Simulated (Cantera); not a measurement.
# Counterflow diffusion flame

A counterflow diffusion flame at 1.48 atm, nozzles 20 mm apart: fuel side 39.8 % CO, 16.3 % H₂, 43.8 % N₂ at 525 K, oxidiser side 20.0 % O₂, 80.0 % N₂ at 423 K, fuel mass flux 0.93 times the oxidiser's; mixture-averaged transport, no radiation.

Model: GRI-Mech 3.0 (53 species, 325 reactions), integrated in Cantera. The maximum strain rate includes the flame's own expansion and is several times the mean.

```json
[
 {"oxidiser flux (kg/m²/s)": "0.9", "max strain (1/s)": "298", "mean strain (1/s)": "87.9", "T max (K)": "1946", "peak x OH": "0.00557", "peak x H": "0.00561", "peak x NO": "4.74e-5", "peak x CO": "0.404"},
 {"oxidiser flux (kg/m²/s)": "1.1", "max strain (1/s)": "360", "mean strain (1/s)": "107", "T max (K)": "1925", "peak x OH": "0.00561", "peak x H": "0.00607", "peak x NO": "4.35e-5", "peak x CO": "0.404"},
 {"oxidiser flux (kg/m²/s)": "1.4", "max strain (1/s)": "453", "mean strain (1/s)": "137", "T max (K)": "1902", "peak x OH": "0.00569", "peak x H": "0.00665", "peak x NO": "3.98e-5", "peak x CO": "0.404"},
 {"oxidiser flux (kg/m²/s)": "1.7", "max strain (1/s)": "545", "mean strain (1/s)": "166", "T max (K)": "1883", "peak x OH": "0.00572", "peak x H": "0.00714", "peak x NO": "3.72e-5", "peak x CO": "0.404"},
 {"oxidiser flux (kg/m²/s)": "2.1", "max strain (1/s)": "667", "mean strain (1/s)": "205", "T max (K)": "1861", "peak x OH": "0.00571", "peak x H": "0.00770", "peak x NO": "3.46e-5", "peak x CO": "0.404"},
 {"oxidiser flux (kg/m²/s)": "2.5", "max strain (1/s)": "789", "mean strain (1/s)": "244", "T max (K)": "1842", "peak x OH": "0.00574", "peak x H": "0.00816", "peak x NO": "3.27e-5", "peak x CO": "0.404"},
 {"oxidiser flux (kg/m²/s)": "3.1", "max strain (1/s)": "969", "mean strain (1/s)": "303", "T max (K)": "1818", "peak x OH": "0.00571", "peak x H": "0.00877", "peak x NO": "3.04e-5", "peak x CO": "0.404"},
 {"oxidiser flux (kg/m²/s)": "3.8", "max strain (1/s)": "1180", "mean strain (1/s)": "371", "T max (K)": "1793", "peak x OH": "0.00564", "peak x H": "0.00936", "peak x NO": "2.83e-5", "peak x CO": "0.404"},
 {"oxidiser flux (kg/m²/s)": "4.7", "max strain (1/s)": "1440", "mean strain (1/s)": "459", "T max (K)": "1766", "peak x OH": "0.00556", "peak x H": "0.00995", "peak x NO": "2.62e-5", "peak x CO": "0.404"},
 {"oxidiser flux (kg/m²/s)": "5.8", "max strain (1/s)": "1770", "mean strain (1/s)": "566", "T max (K)": "1740", "peak x OH": "0.00546", "peak x H": "0.0105", "peak x NO": "2.41e-5", "peak x CO": "0.404"}
]
```
x: mole fraction; the columns are a selection and need not sum to one.
